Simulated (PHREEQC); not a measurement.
Solution (35 °C): 0.019 mol NH3, 0.08 mol K2SO4 and 0.00024 mol KH2PO4 per kg of water. Closed to the air; pH follows from the charge balance.

Equilibrium calculation in PHREEQC: ion-association model, phreeqc.dat.

### Question
The ionic strength comes out as 0.203 mol/kgw. What activity coefficients do K+, KSO4-, OH-, HPO4-2, SO4-2 get?

### Answer
K+ 0.71, KSO4- 0.74, OH- 0.70, HPO4-2 0.29, SO4-2 0.29.

No solid was allowed to form. Complexes and solids missing from the database can't appear.
